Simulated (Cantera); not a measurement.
An adiabatic, constant-volume homogeneous reactor starts with C3H8 : O2 : N2 = 1 : 3.33 : 12.5 (molar parts), equivalence ratio 1.5, at 1175 K and 1350 Torr. Integrator tolerance rtol = 1e-08.

Computed with Cantera and GRI-Mech 3.0 (53 species, 325 reactions). GRI-Mech 3.0 was tuned for natural gas; its chemistry of propane as a main component is partial and can be far from experiment.

```json
[
 {"quantity": "time of steepest temperature rise", "before": "7.48 ms", "after": "8.77 ms"},
 {"quantity": "temperature at 2.00 s", "before": "2900 K", "after": "2550 K"},
 {"quantity": "equilibrium temperature", "before": "2900 K", "after": "2550 K"},
 {"quantity": "x(C3H8) at 2.00 s", "before": "<1e-12 (gas-phase equilibrium <1e-12)", "after": "<1e-12 (gas-phase equilibrium <1e-12)"},
 {"quantity": "x(O2) at 2.00 s", "before": "0.00103 (gas-phase equilibrium 0.00103)", "after": "8.94e-6 (gas-phase equilibrium 8.94e-6)"},
 {"quantity": "x(C2H) at 2.00 s", "before": "<1e-12 (gas-phase equilibrium <1e-12)", "after": "<1e-12 (gas-phase equilibrium <1e-12)"},
 {"quantity": "x(CH3) at 2.00 s", "before": "1.20e-11 (gas-phase equilibrium 1.40e-11)", "after": "8.51e-11 (gas-phase equilibrium 9.51e-11)"},
 {"quantity": "x(O) at 2.00 s", "before": "0.00112 (gas-phase equilibrium 0.00112)", "after": "2.55e-5 (gas-phase equilibrium 2.55e-5)"},
 {"quantity": "x(HCO) at 2.00 s", "before": "6.23e-7 (gas-phase equilibrium 6.23e-7)", "after": "4.02e-7 (gas-phase equilibrium 4.02e-7)"},
 {"quantity": "x(H2O) at 2.00 s", "before": "0.134 (gas-phase equilibrium 0.134)", "after": "0.0931 (gas-phase equilibrium 0.0931)"}
]
```

Problem. Name the change that produced these shifts.
(A) constant pressure in place of constant volume
(B) initial temperature 1175 to 1648 K
(C) O2 3.33 to 2.6 parts
(D) pressure from 1350 Torr to 533 Torr

Solution. C, O2 3.33 to 2.6 parts
